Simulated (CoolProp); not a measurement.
n-hexane along the isotherm 600 K: density (kg/m³) from the reference equation and from simpler models built on Tc = 507.8 K, pc = 3.044 MPa, ω = 0.300; each cubic takes its own stable root.

Model: reference Helmholtz-energy equation of state, Thol 2019, in CoolProp.

```
p (MPa)          phase  reference
-------  -------------  ---------
0.415              gas      7.366
0.83               gas      15.16
1.25               gas      23.52
1.66               gas      32.22
2.08               gas      41.74
2.49               gas      51.71
2.91               gas      62.70
3.32     supercritical      74.28
3.74     supercritical      87.14
4.15     supercritical      100.7
4.57     supercritical      115.8
```

Problem. How far does each simpler model (ideal gas, Redlich-Kwong) lie from the reference over these 11 states: mean and median of the absolute difference, and the worst?

Solution. 
- ideal gas: mean 17.0 %, median 16.8 %, worst -31.8 % at 600 K and 4.57 MPa
- Redlich-Kwong: mean 2.3 %, median 1.9 %, worst +5.5 % at 600 K and 4.57 MPa
